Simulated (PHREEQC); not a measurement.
Consider water at 25 °C with 0.015 mol/kgw Cu(NO3)2 and 0.0011 mol/kgw Na2HAsO4. Closed to the air; pH follows from the charge balance.

Equilibrium calculation in PHREEQC: ion-association model, wateq4f.dat.

| quantity | before | after |
|---|---|---|
| pH | 5.53 | 5.36 |
| Cu+2 (mol/kgw) | 0.0140 | 0.0145 |
| HAsO4-2 (mol/kgw) | 4.34e-5 | 1.50e-5 |
| CuOH+ (mol/kgw) | 2.81e-5 | 2.00e-5 |
| SI of Cu(OH)2 (Cu(OH)2) | +0.25 | -0.06 |
| SI of Tenorite (CuO) | +1.27 | +0.96 |

**Question.** Which change was made?
(A) Na2HAsO4 from 0.0011 to 0.00055 mol/kgw
(B) temperature from 25 to 20 °C
(C) Cu(NO3)2 from 0.015 to 0.0135 mol/kgw
(D) diluted 2-fold with water

**Answer.** A, Na2HAsO4 from 0.0011 to 0.00055 mol/kgw

No solid was allowed to form. Some of these states are supersaturated (in Cu3(AsO4)2:6w, Cu2(OH)3NO3, for instance). The database has no arsenate complexes of Cu.
